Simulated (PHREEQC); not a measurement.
# Alkaline etch or developer (model solution)

A solution holds 18 mmol/kgw NH3, 0.00058 mmol/kgw H4SiO4 and 27 mmol/kgw K2CO3, at 20 °C. Closed to the air; pH follows from the charge balance.

Computed with PHREEQC (ion-association model, wateq4f.dat).

No solid was allowed to form.

Task: Estimate the pH, ionic strength.

Result: pH 11.31; ionic strength 0.0798 mol/kgw.

Task: In which forms is C present?

Result: CO3-2 94 %, HCO3- 5.6 % of the C.

Carbamate, which ammonia and carbonate form, is missing from the database.
